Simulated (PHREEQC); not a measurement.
Dissolve 1.53 mmol/kgw HF, 0.37 mmol/kgw NaF and 0.63 mmol/kgw H2SO4 at 25 °C. Closed to the air; pH follows from the charge balance.

The numbers come from PHREEQC with the ion-association model, wateq4f.dat.

### Question
The ionic strength comes out as 0.00239 mol/kgw. What activity coefficients do Na+, HF2-, H+, HSO4-, SO4-2 get?

### Answer
Na+ 0.95, HF2- 0.95, H+ 0.95, HSO4- 0.95, SO4-2 0.81.

No solid was allowed to form. Complexes and solids missing from the database can't appear.
